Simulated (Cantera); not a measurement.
A freely propagating, adiabatic, planar premixed flame of 27.4 % CO, 4.12 % H2, 14.4 % O2, 54.1 % N2, unburnt at 300 K and 1.00 bar; mixture-averaged transport, grid criteria slope 0.08 and curve 0.16, no radiation.

Detailed kinetics in Cantera: GRI-Mech 3.0 (53 species, 325 reactions). Burning velocities carry a grid error of a few per cent, more on coarse grids.

Q: Predict: laminar burning velocity; thermal thickness; peak x(H2O2).

A: 
- laminar burning velocity = 64.7 cm/s
- thermal thickness = 0.582 mm
- peak x(H2O2) = 0.000119
